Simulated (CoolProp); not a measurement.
Vapour-liquid equilibrium of R134a (1) + R227EA (2) at -60.45 °C; x and y are mole fractions of (1).

Computed with CoolProp (multi-fluid Helmholtz-energy mixture model, Tillner-Roth 1994 and Lemmon 2016; pair parameters Bell 2016).

Task: Give the bubble pressure and the first vapour's composition at x = 0.35, 0.575, 0.8. Is there an azeotrope?

Result: x = 0.35: 0.01221 MPa, y = 0.494; x = 0.575: 0.01360 MPa, y = 0.687; x = 0.8: 0.01469 MPa, y = 0.851. No azeotrope shows between x = 0.05 and 0.95.

The pair parameters rest on a limited set of measurements; away from them the model extrapolates.
